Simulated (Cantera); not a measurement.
Charge: 1 mol FeS2, 67 mol H2, 0.83 mol H2O, equilibrated at 2173 K and 105 Torr.

Equilibrium computed with Cantera from the NASA thermochemical tables; the gas is ideal and each condensed phase is pure. Equilibrium is a limit: real reactors are often held back by kinetics, nucleation or transport.

```json
[
 {"species": "H2", "before": "0.938", "after": "0.957"},
 {"species": "H2S", "before": "0.00957", "after": "0.0253"},
 {"species": "H2O", "before": "0.0117", "after": "0.0122"},
 {"species": "Fe", "before": "0.0143", "after": "0.000309"},
 {"species": "H", "before": "0.0125", "after": "0.00178"},
 {"species": "S", "before": "0.00172", "after": "8.92e-5"},
 {"species": "SO", "before": "0.000110", "after": "5.81e-6"},
 {"species": "S2", "before": "0.00507", "after": "0.000683"},
 {"species": "OH", "before": "2.09e-5", "after": "3.04e-6"},
 {"species": "SH", "before": "0.00702", "after": "0.00260"},
 {"species": "Fe(l), mol", "before": "0", "after": "0.979"}
]
```
Gas species are given as mole fractions.

**Question.** Name the change that produced these shifts.
A. pressure from 105 Torr to 5250 Torr
B. H2 from 67 to 220 mol
C. temperature from 2173 K to 1873.15 K
D. temperature from 2173 K to 873 K

**Answer.** A, pressure from 105 Torr to 5250 Torr
